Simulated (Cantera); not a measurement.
A closed system holds: 1 mol NiS, 2400 mol H2, at 1948 K and 2.00 bar.

Equilibrium computed with Cantera from the NASA thermochemical tables; the gas is ideal and each condensed phase is pure. Candidate condensed phases: Ni, NiS, NiS2, Ni3S2, Ni3S4, S; 9 gas species. The numbers say what is thermodynamically allowed, not how fast it happens.

Q: What is the equilibrium state?

A: 
```json
{
 "x(H2)": "0.999",
 "x(H)": "0.000799",
 "x(H2S)": "0.000389",
 "x(Ni)": "4.99e-5",
 "x(SH)": "2.56e-5",
 "n(Ni(l))": "0.879 mol",
 "gas_amount": "2401 mol",
 "log10 activity of NiS(l) (absent)": "-2.78",
 "log10 activity of S(l) (absent)": "-4.80",
 "log10 activity of NiS2(l) (absent)": "-7.76"
}
```
